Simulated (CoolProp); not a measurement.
Values from CoolProp's reference Helmholtz-energy equation of state, Zhou 2016.

Problem. For R245ca, give the phase and the density (kg/m³), Joule-Thomson coefficient (K/MPa), isothermal compressibility (1/MPa), fugacity coefficient at 450 K and 5.32 MPa.

Solution. 
- 450 K and 5.32 MPa: supercritical; density 832, Joule-Thomson coefficient 2.39, isothermal compressibility 0.0777, fugacity coefficient 0.530
